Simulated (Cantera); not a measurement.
A closed system holds: 1 mol Ti, 2.2 mol H₂O, 82 mol H₂, at 1698.15 K and 3.80 mbar.

Equilibrium computed with Cantera from the NASA thermochemical tables; the gas is ideal and each condensed phase is pure. Candidate condensed phases: H₂O, Ti, TiO, TiO₂, Ti₂O₃, Ti₃O₅, Ti₄O₇; 12 gas species. Equilibrium is a limit: real reactors are often held back by kinetics, nucleation or transport.

Base state: H₂ 0.991, H₂O 0.00633, H 0.00234 (mole fractions); condensed: Ti₃O₅(s).

### Question
What changes in the equilibrium state with this change: Ti replaced by Pb?

### Answer
```csv
species,before,after
H₂,0.991,0.960
H₂O,0.00633,0.0258
Pb,0,0.0117
H,0.00234,0.00230
"Ti₃O₅(s), mol",0.333,0
```
Further candidate phases: Pb, PbO, PbO₂, Pb₃O₄.
